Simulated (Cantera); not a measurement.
Charge: 1 mol AlBr3, 77 mol N2, 17 mol H2, equilibrated at 1350 °C and 10.0 mbar.

Equilibrium computed with Cantera from the NASA thermochemical tables; the gas is ideal and each condensed phase is pure. Candidate condensed phases: Al, AlBr3, AlN, Br2; 19 gas species. Rates play no part.

Base state: N2 0.802, H2 0.168, HBr 0.0172, AlBr 0.00952, Br 0.00189, AlBr3 0.000894, H 0.000284 (mole fractions); condensed: gas only.

Q: What changes in the equilibrium state with this change: temperature from 1350 °C to 677 °C?

A: 
```
species        before    after
-----------  --------  -------
N2              0.802    0.806
H2              0.168    0.165
HBr            0.0172   0.0272
AlBr          0.00952    <1e-9
AlBr3        0.000894  0.00146
H            0.000284  2.26e-9
Br            0.00189  9.84e-7
AlN(s), mol         0    0.862
```

Q: What changes in the equilibrium state with this change: pressure from 10.0 mbar to 82.0 Pa?

A: 
```json
[
 {"species": "N2", "before": "0.802", "after": "0.799"},
 {"species": "H2", "before": "0.168", "after": "0.169"},
 {"species": "HBr", "before": "0.0172", "after": "0.0149"},
 {"species": "Br", "before": "0.00189", "after": "0.00574"},
 {"species": "AlBr", "before": "0.00952", "after": "0.0103"},
 {"species": "AlBr3", "before": "0.000894", "after": "6.00e-5"},
 {"species": "Al", "before": "2.86e-6", "after": "1.25e-5"}
]
```
